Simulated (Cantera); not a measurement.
An isothermal, constant-pressure homogeneous reactor starts with 1.09 % C₂H₆, 98.9 % H₂, at 1350 K and 20.0 Torr.

Cantera simulation using GRI-Mech 3.0 (53 species, 325 reactions); the numbers are that mechanism's predictions, not measurements. GRI-Mech 3.0 stops at C3 and has no aromatics, soot or wall deposition, so with more carbon than oxygen in the feed, carbon stays in small species such as C2H2 where larger ones or solid carbon would form. Radical loss at walls, strong at low pressure, is not modelled.

### Question
Predict: x(C₂H₆) at 100 s; x(H₂) at 100 s; x(C₂H₄) at 100 s; x(H) at 100 s; x(CH₄) at 100 s.

### Answer
```
Property                                              Value
----------------  -----------------------------------------
x(C₂H₆) at 100 s    1.75e-7 (gas-phase equilibrium 1.76e-7)
x(H₂) at 100 s          0.985 (gas-phase equilibrium 0.984)
x(C₂H₄) at 100 s  0.000236 (gas-phase equilibrium 0.000218)
x(H) at 100 s       1.49e-5 (gas-phase equilibrium 1.46e-5)
x(CH₄) at 100 s     0.00897 (gas-phase equilibrium 0.00994)
```
